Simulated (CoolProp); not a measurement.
Vapour-liquid equilibrium of C2F6 (R116) (1) + R22 (2) at -4.35 °C; x and y are mole fractions of (1).

Computed with CoolProp (multi-fluid Helmholtz-energy mixture model, Lemmon 2006 and Kamei 1995; pair parameters Bell 2016).

**Question.** Give the bubble pressure and the first vapour's composition at x = 0.05, 0.5, 0.8. Is there an azeotrope?

**Answer.** x = 0.05: 0.6450 MPa, y = 0.331; x = 0.5: 1.359 MPa, y = 0.730; x = 0.8: 1.558 MPa, y = 0.853. No azeotrope shows between x = 0.05 and 0.95.

Pair parameters are fitted to limited data, so mixtures are less certain than the pure fluids. With so large a gap from Raoult's law the liquid may split in two, which this calculation doesn't test in full.
